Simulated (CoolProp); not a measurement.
Properties of c-C4F8 (RC318) along the isobar 0.101 MPa (Tc = 115.2 °C, pc = 2.778 MPa, ω = 0.355).

Computed with CoolProp (reference Helmholtz-energy equation of state, Platzer 1990). This equation is an older, rougher fit.

```csv
T (°C),phase,Z,cp (kJ/(kg K)),speed of sound (m/s),Joule-Thomson coefficient (K/MPa),viscosity (µPa s),conductivity (mW/(m K))
97.35,gas,0.9858,0.8925,125.5,8.399,14.3,17.1
106.65,gas,0.9869,0.9045,127.1,7.843,14.7,17.7
115.85,gas,0.9880,0.9161,128.8,(withheld),15.0,18.3
125.15,gas,0.9889,0.9276,130.4,6.890,15.4,19.0
134.35,gas,0.9898,0.9388,131.9,6.480,15.7,19.6
143.65,gas,0.9906,0.9498,(withheld),6.103,16.1,20.3
152.85,gas,0.9913,0.9604,135.0,5.761,16.4,20.9
162.15,gas,0.9920,0.9710,136.5,(withheld),16.7,21.6
171.35,gas,0.9926,0.9811,138.0,5.157,17.1,(withheld)
180.65,gas,0.9931,0.9911,139.5,4.889,17.4,22.9
189.85,gas,0.9936,1.001,140.9,4.645,17.7,23.5
199.15,gas,0.9941,1.010,142.3,4.416,18.1,24.2
208.35,gas,0.9945,1.020,143.8,4.206,18.4,24.8
217.65,gas,0.9949,1.029,145.2,4.010,(withheld),25.4
226.85,gas,0.9953,1.037,146.5,3.828,19.0,26.1
```

Problem. What belongs in the gaps?

Solution. 
- 115.85, Joule-Thomson coefficient (K/MPa): 7.345
- 143.65, speed of sound (m/s): 133.5
- 162.15, Joule-Thomson coefficient (K/MPa): 5.445
- 171.35, conductivity (mW/(m K)): 22.2
- 217.65, viscosity (µPa s): 18.7

Viscosity comes from a separate model (Huber 2003), an estimate that may be off by 10 % or more. Thermal conductivity comes from a separate model (Huber 2003), an estimate that may be off by 10 % or more.
